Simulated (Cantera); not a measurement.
Input: 1 mol SiHCl3, 40 mol N2, at 702 °C and 75.0 Torr.

Equilibrium computed with Cantera from the NASA thermochemical tables; the gas is ideal and each condensed phase is pure. Candidate condensed phases: NH4Cl, Si, Si3N4; 28 gas species. N2 is the only nitrogen source here; it is nearly inert below about 1500 K, so the nitride shown seldom forms there in practice. Rates play no part.

Base state: N2 0.964, HCl 0.0212, SiCl4 0.0129, H2 0.00157 (mole fractions); condensed: Si3N4(s).

### Question
What changes in the equilibrium state with this change: temperature from 702 °C to 1800 °C?

### Answer
```tsv
species	before	after
N2	0.964	0.951
SiCl2	6.55e-8	0.0229
HCl	0.0212	0.0202
SiCl4	0.0129	1.93e-5
Cl	1.82e-9	0.00309
H	<1e-9	0.000334
SiCl	<1e-9	0.000138
Si	<1e-9	4.09e-5
Si3N4(s), mol	0.156	0
```
The tables' values for SiCl3, SiCl are old estimates; treat these amounts as uncertain.
